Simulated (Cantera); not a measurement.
Input: 1 mol MgO, 4.3 mol Cl2, equilibrated at 877 °C and 1.33 mbar.

Method: chemical equilibrium by Gibbs-energy minimisation in Cantera with the NASA 1993 tables (ideal gas, pure condensed phases). Candidate condensed phases: Mg, MgCl2, MgO; 11 gas species. Equilibrium is a limit: real reactors are often held back by kinetics, nucleation or transport.

Base state: Cl2 0.761, MgCl2 0.116, Cl 0.0655, O2 0.0579, ClO 2.50e-5 (mole fractions); condensed: MgO(s).

**Question.** What changes in the equilibrium state with this change: MgO replaced by Al2O3?

**Answer.** 
| species | before | after |
|---|---|---|
| Cl2 | 0.761 | 0.926 |
| Cl | 0.0655 | 0.0723 |
| AlCl3 | 0 | 0.00104 |
| MgCl2 | 0.116 | 0 |
| O2 | 0.0579 | 0.000777 |
| ClO | 2.50e-5 | 3.20e-6 |
| MgO(s), mol | 0.452 | 0 |
| Al2O3(s), mol | 0 | 0.998 |
Further candidate phases: Al, AlCl3, Al2O3.

**Question.** What changes in the equilibrium state with this change: pressure from 1.33 mbar to 12.0 mbar?

**Answer.** 
| species | before | after |
|---|---|---|
| Cl2 | 0.761 | 0.884 |
| MgCl2 | 0.116 | 0.0616 |
| O2 | 0.0579 | 0.0308 |
| Cl | 0.0655 | 0.0235 |
| ClO | 2.50e-5 | 1.97e-5 |
| MgO(s), mol | 0.452 | 0.723 |

**Question.** What changes in the equilibrium state with this change: pressure from 1.33 mbar to 31.0 mbar?

**Answer.** 
```
species       before    after
-----------  -------  -------
Cl2            0.761    0.916
MgCl2          0.116   0.0460
O2            0.0579   0.0230
Cl            0.0655   0.0149
ClO          2.50e-5  1.73e-5
MgO(s), mol    0.452    0.796
```
